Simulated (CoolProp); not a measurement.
Toluene at 293.15 K and 0.567 MPa is throttled through a valve to 0.356 MPa with no heat exchange. Each further row changes one setting.

The numbers come from the reference Helmholtz-energy equation of state, Lemmon 2006 in CoolProp. It is a short technical equation, of lower accuracy than the large ones.

```
case                       temperature change (K)
-------------------------  ----------------------
as stated                                     ___
outlet pressure 0.107 MPa                     ___
outlet pressure 0.463 MPa                     ___
```

Q: What belongs in the gaps?

A: 
- as stated, temperature change (K): +0.1
- outlet pressure 0.107 MPa, temperature change (K): +0.2
- outlet pressure 0.463 MPa, temperature change (K): +0.0
